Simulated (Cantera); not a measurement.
Input: 1 mol Fe2O3, a varied amount of H2, 42 mol N2, held at 1173 K and 1 atm.

These are equilibrium values from Cantera (NASA tables, ideal gas, pure condensed phases), not measurements of a reactor. Candidate condensed phases: Fe, FeO, Fe(OH)2, Fe(OH)3, Fe2O3, Fe3O4, H2O; 27 gas species. The numbers say what is thermodynamically allowed, not how fast it happens.

**Question.** At 1400 mol H2, list the 4 most abundant gas species with their mole fractions, and the condensed phases.

**Answer.** H2 0.969, N2 0.0291, H2O 0.00208, NH3 3.58e-5. Condensed: Fe(α).
